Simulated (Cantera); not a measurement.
A closed system holds: 1 mol FeS₂, 0.39 mol O₂, 14 mol N₂, held at 0.133 bar.

Method: chemical equilibrium by Gibbs-energy minimisation in Cantera with the NASA 1993 tables (ideal gas, pure condensed phases). Candidate condensed phases: Fe, FeO, FeS, FeSO₄, FeS₂, Fe₂O₃, Fe₂(SO₄)₃, Fe₃O₄, S; 19 gas species. FeS: taken at fixed stoichiometry. Gases not in the tables: S₃ to S₇. The numbers say what is thermodynamically allowed, not how fast it happens.

Q: Which condensed phases are stable at each of these points (T (°C)): 402, 477, 552, 627, 702, 777, 852, 927?

A: 
```
T (°C)    condensed phases  Fe condensed (%)
------  ------------------  ----------------
402     FeS₂(s) + Fe₃O₄(s)             100.0
477     FeS₂(s) + Fe₃O₄(s)             100.0
552       FeS(s) + FeS₂(s)             100.0
627                 FeS(s)             100.0
702                 FeS(s)             100.0
777                 FeS(s)             100.0
852                 FeS(s)             100.0
927                 FeS(s)             100.0
```

From 402 °C to 477 °C the condensed part is FeS₂(s) + Fe₃O₄(s). At 552 °C the condensed part is FeS(s) + FeS₂(s). From 627 °C to 927 °C the condensed part is FeS(s).
